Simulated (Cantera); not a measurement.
Input (Python, Cantera):

```python
import numpy as np
import cantera as ct

gas = ct.Solution("gri30.yaml")
gas.TPX = 525, 980000, {'CO': 1, 'H2': 0.41, 'O2': 0.641, 'N2': 2.41}
flame = ct.FreeFlame(gas, width=0.0081)
flame.set_refine_criteria(ratio=3, slope=0.08, curve=0.16)
flame.transport_model = "mixture-averaged"
flame.solve(loglevel=0, auto=True)
z, T = flame.grid, flame.T
thick = (T[-1] - T[0]) / np.gradient(T, z).max()
show = ['CO', 'H2', 'O2', 'NO', 'HO2', 'O']
print(f"laminar burning velocity  {flame.velocity[0] * 100:.3f} cm/s")
print(f"burnt temperature         {T[-1]:.1f} K")
print(f"thermal thickness         {thick * 1e3:.4f} mm")
print(f"grid points               {len(z)}")
z0 = z[flame.heat_release_rate.argmax()]
print(f"{'z/mm':>9s}{'T/K':>9s}{'u/(m/s)':>9s}" + "".join(f"{s:>11s}" for s in show))
rows = []
for k in (-3, -2, -1.5, -1, -0.5, -0.25, 0, 0.25, 0.5, 1, 2, 4, 8):
    zz = z0 + k * thick
    rows.append([k * thick, np.interp(zz, z, T), np.interp(zz, z, flame.velocity),
                 *(np.interp(zz, z, flame.X[gas.species_index(s)]) for s in show)])
    print(f"{rows[-1][0] * 1e3:9.3f}{rows[-1][1]:9.1f}{rows[-1][2]:9.3f}" + "".join(f"{x:11.3e}" for x in rows[-1][3:]))
```

Output:

```
laminar burning velocity  143.801 cm/s
burnt temperature         2593.8 K
thermal thickness         0.0432 mm
grid points               119
     z/mm      T/K  u/(m/s)         CO         H2         O2         NO        HO2          O
   -0.129    525.0    1.438  2.242e-01  9.160e-02  1.437e-01  2.100e-12  6.212e-09  1.421e-12
   -0.086    525.2    1.436  2.245e-01  9.043e-02  1.439e-01  3.887e-11  1.137e-07  6.213e-11
   -0.065    526.1    1.435  2.251e-01  8.805e-02  1.443e-01  3.833e-10  1.097e-06  1.527e-09
   -0.043    532.9    1.445  2.265e-01  8.153e-02  1.451e-01  3.938e-09  1.087e-05  2.891e-08
   -0.022    637.8    1.697  2.275e-01  6.058e-02  1.442e-01  1.464e-07  2.946e-04  3.602e-06
   -0.011    979.5    2.563  2.149e-01  4.005e-02  1.288e-01  1.573e-06  8.043e-04  2.175e-04
    0.000   1469.9    3.773  1.813e-01  1.926e-02  9.364e-02  6.466e-06  3.319e-04  2.675e-03
    0.011   1800.3    4.532  1.426e-01  8.841e-03  6.144e-02  1.568e-05  1.317e-04  5.651e-03
    0.022   1991.0    4.935  1.146e-01  6.729e-03  4.437e-02  2.630e-05  6.672e-05  6.175e-03
    0.043   2187.7    5.333  8.801e-02  6.398e-03  3.083e-02  4.525e-05  2.984e-05  4.961e-03
    0.086   2352.9    5.667  7.131e-02  5.490e-03  2.212e-02  7.555e-05  1.334e-05  3.040e-03
    0.173   2471.3    5.902  5.969e-02  4.388e-03  1.599e-02  1.246e-04  6.724e-06  1.706e-03
    0.345   2544.6    6.043  5.156e-02  3.671e-03  1.181e-02  2.046e-04  4.227e-06  1.058e-03
```

Computed with Cantera and GRI-Mech 3.0 (53 species, 325 reactions). The hydrogen kinetics of GRI-Mech 3.0 are dated; newer H2 mechanisms differ, most at raised pressure. Burning velocities carry a grid error of a few per cent, more on coarse grids.
